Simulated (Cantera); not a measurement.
A perfectly stirred reactor is fed with H₂ : O₂ : N₂ = 0.45 : 1 : 2.3 (molar parts), equivalence ratio 0.23, at 20.0 Torr; it is held at 1350 K, and followed from long to short residence time.

Cantera simulation using GRI-Mech 3.0 (53 species, 325 reactions); the numbers are that mechanism's predictions, not measurements. Radical loss at walls, strong at low pressure, is not modelled. The temperature is held fixed by assumption; the heat of reaction is taken as removed at once.

**Question.** Predict: x(H₂) at τ = 4.10 s; x(O₂) at τ = 4.10 s; x(H) at τ = 4.10 s; x(OH) at τ = 4.10 s; x(H₂O₂) at τ = 4.10 s; x(H₂) at τ = 57.0 ms; x(O₂) at τ = 57.0 ms; x(H) at τ = 57.0 ms; x(OH) at τ = 57.0 ms; x(H₂O₂) at τ = 57.0 ms.

**Answer.** 
```
Item                       Value
----------------------  --------
x(H₂) at τ = 4.10 s     0.000240
x(O₂) at τ = 4.10 s        0.219
x(H) at τ = 4.10 s      0.000133
x(OH) at τ = 4.10 s      0.00129
x(H₂O₂) at τ = 4.10 s    6.78e-8
x(H₂) at τ = 57.0 ms     0.00342
x(O₂) at τ = 57.0 ms       0.213
x(H) at τ = 57.0 ms      0.00785
x(OH) at τ = 57.0 ms     0.00488
x(H₂O₂) at τ = 57.0 ms   1.91e-7
```
